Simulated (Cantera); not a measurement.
# Ignition delay

Mixture: CH₄ : CO : O₂ : N₂ = 1 : 0.28 : 1.43 : 5.36 (molar parts), at 5630 Torr, adiabatic and at constant volume. Ignition delay is the time to a rise of 400 K.

Detailed kinetics in Cantera: GRI-Mech 3.0 (53 species, 325 reactions).

| T0 (K) | delay (ms) |
|---|---|
| 1048 | 115 |
| 1148 | 22.9 |
| 1248 | 5.61 |
| 1348 | 1.60 |
| 1448 | 0.511 |
| 1548 | 0.180 |
| 1648 | 0.0703 |
| 1748 | 0.0305 |

```
Quantity                                                 Value
--------------------------------------------------  ----------
apparent activation energy between 1548 and 1748 K  200 kJ/mol
```
